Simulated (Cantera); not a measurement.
An adiabatic, constant-volume homogeneous reactor starts with CH4 : O2 : N2 = 1 : 1.67 : 6.27 (molar parts), equivalence ratio 1.2, at 1750 K and 65000 Pa. Integrator tolerance rtol = 1e-08.

Detailed kinetics in Cantera: GRI-Mech 3.0 (53 species, 325 reactions).

**Question.** What does this change do: 0.71 parts H2 added?

**Answer.** 
```json
[
 {"quantity": "time of steepest temperature rise", "before": "0.220 ms", "after": "81.7 µs"},
 {"quantity": "temperature at 3.00 s", "before": "2951 K", "after": "2963 K"},
 {"quantity": "equilibrium temperature", "before": "2951 K", "after": "2963 K"},
 {"quantity": "x(CH4) at 3.00 s", "before": "<1e-12 (gas-phase equilibrium <1e-12)", "after": "<1e-12 (gas-phase equilibrium <1e-12)"},
 {"quantity": "x(O2) at 3.00 s", "before": "0.0126 (gas-phase equilibrium 0.0126)", "after": "0.00563 (gas-phase equilibrium 0.00563)"},
 {"quantity": "x(CO2) at 3.00 s", "before": "0.0314 (gas-phase equilibrium 0.0314)", "after": "0.0210 (gas-phase equilibrium 0.0210)"},
 {"quantity": "x(CO) at 3.00 s", "before": "0.0708 (gas-phase equilibrium 0.0708)", "after": "0.0747 (gas-phase equilibrium 0.0747)"},
 {"quantity": "x(HCO) at 3.00 s", "before": "1.75e-7 (gas-phase equilibrium 1.75e-7)", "after": "2.52e-7 (gas-phase equilibrium 2.52e-7)"},
 {"quantity": "x(H2O) at 3.00 s", "before": "0.136 (gas-phase equilibrium 0.136)", "after": "0.155 (gas-phase equilibrium 0.155)"}
]
```

**Question.** What does this change do: constant pressure in place of constant volume?

**Answer.** 
```
quantity                                                            before                                    after
---------------------------------  ---------------------------------------  ---------------------------------------
time of steepest temperature rise                                 0.220 ms                                 0.233 ms
temperature at 3.00 s                                               2951 K                                   2807 K
equilibrium temperature                                             2951 K                                   2807 K
x(CH4) at 3.00 s                     <1e-12 (gas-phase equilibrium <1e-12)    <1e-12 (gas-phase equilibrium <1e-12)
x(O2) at 3.00 s                      0.0126 (gas-phase equilibrium 0.0126)    0.0111 (gas-phase equilibrium 0.0111)
x(CO2) at 3.00 s                     0.0314 (gas-phase equilibrium 0.0314)    0.0361 (gas-phase equilibrium 0.0361)
x(CO) at 3.00 s                      0.0708 (gas-phase equilibrium 0.0708)    0.0671 (gas-phase equilibrium 0.0671)
x(HCO) at 3.00 s                   1.75e-7 (gas-phase equilibrium 1.75e-7)  8.53e-8 (gas-phase equilibrium 8.53e-8)
x(H2O) at 3.00 s                       0.136 (gas-phase equilibrium 0.136)      0.146 (gas-phase equilibrium 0.146)
```
